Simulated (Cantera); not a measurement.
Feed: 1 mol AlCl3, 21 mol N2, equilibrated at 600 °C and 35.0 mbar.

Equilibrium computed with Cantera from the NASA thermochemical tables; the gas is ideal and each condensed phase is pure. Candidate condensed phases: Al, AlCl3, AlN; 11 gas species. Equilibrium is a limit: real reactors are often held back by kinetics, nucleation or transport.

Base state: N2 0.955, AlCl3 0.0453, Al2Cl6 5.45e-5 (mole fractions); condensed: gas only.

### Question
What changes in the equilibrium state with this change: N2 from 21 to 1.6 mol?

### Answer
| species | before | after |
|---|---|---|
| N2 | 0.955 | 0.618 |
| AlCl3 | 0.0453 | 0.378 |
| Al2Cl6 | 5.45e-5 | 0.00380 |
